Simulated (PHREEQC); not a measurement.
NH3 is added in steps, without added water, to 1 kg of water holding 0.039 mol NaH2PO4, 0.00023 mol H2SO4 and 0.00027 mol H3AsO4, at 25 °C. Oxygen alone is held at its pressure in air (log pO2 = -0.68). No CO2 enters from the air. No solid was allowed to form.

Base run: PHREEQC, ion-association model, wateq4f.dat. Each further column changes one thing. The table gives H2AsO4- (mol/kgw).

```tsv
NH3 added (mol)	base	metal-ligand complexes left out	Davies equation for every ion	Debye-Hückel limiting law	all activity coefficients set to 1
0	0.000264	0.000264	0.000264	0.000264	0.000264
0.009375	0.000207	0.000205	0.000207	0.000207	0.000209
0.01688	0.000154	0.000152	0.000154	0.000154	0.000157
0.02625	9.06e-5	8.89e-5	9.08e-5	8.99e-5	9.44e-5
0.03375	4.36e-5	4.27e-5	4.36e-5	4.22e-5	4.81e-5
0.04312	7.13e-6	7.06e-6	7.12e-6	5.09e-6	1.25e-5
0.05063	2.81e-6	2.79e-6	2.81e-6	1.86e-6	5.74e-6
0.06	1.54e-6	1.54e-6	1.54e-6	1.00e-6	3.27e-6
```

H3PO4, which wateq4f.dat lacks, is added to it with the constant of phreeqc.dat.
